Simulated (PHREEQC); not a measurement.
A solution holds 0.0012 mol/kgw Cu(NO3)2, 0.0028 mol/kgw H2SO4 and 0.0017 mol/kgw FeCl3, at 25 °C. Closed to the air; pH follows from the charge balance.

Equilibrium calculation in PHREEQC: ion-association model, phreeqc.dat.

This is a speciation only: nothing precipitates in the calculation.

Q: Order these Fe species by the share of Fe that they hold, largest first: FeSO4+, FeCl+2, FeOH+2, FeHSO4+2, Fe+3.

A: FeSO4+ (63 %), Fe+3 (17 %), FeOH+2 (14 %), FeCl+2 (1.5 %), FeHSO4+2 (1.2 %)

The pH is 2.31 and the ionic strength 0.0137 mol/kgw. Saturation is exceeded, for instance for Hematite (slow to form), Goethite (slow to form); the values hold only as long as no solid forms. Complexes and solids missing from the database can't appear.
